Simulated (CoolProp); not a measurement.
A single-stage vapour-compression cycle with the fluid: evaporating at 222.15 K (dew point), condensing at 264.15 K (bubble point), superheat 8 K, subcooling 2 K, compressor efficiency 0.9, no pressure losses. The same conditions are run with several fluids, on thermodynamics alone (safety and materials aside).

Model: reference Helmholtz-energy equation of state of each fluid (ammonia: Gao 2020; R507A: Lemmon 2003; vinyl chloride: Thol 2022; isobutene: Lemmon 2005; nitrous oxide: Lemmon 2006; dimethyl ether: Wu 2011), in CoolProp. Blends and air are pseudo-pure fits.

| fluid | cooling COP | pressure ratio | discharge temperature (K) | refrigerating effect (kJ/kg) | volumetric capacity (kJ/m³) |
|---|---|---|---|---|---|
| ammonia | 3.84 | 7.88 | 386.2 | [?] | 436 |
| R507A | [?] | [?] | 286.5 | 154 | [?] |
| vinyl chloride | [?] | 7.58 | 330.9 | 332 | 178 |
| isobutene | 4.17 | 7.73 | 291.7 | 356 | 127 |
| nitrous oxide | 3.66 | 3.95 | 324.9 | 259 | 4040 |
| dimethyl ether | 4.12 | 6.95 | 307.6 | 415 | 280 |

Problem. Complete the blanks.

Solution. 
- ammonia, refrigerating effect (kJ/kg): 1260
- R507A, cooling COP: 3.98
- R507A, pressure ratio: 5.66
- R507A, volumetric capacity (kJ/m³): 680
- vinyl chloride, cooling COP: 4.07
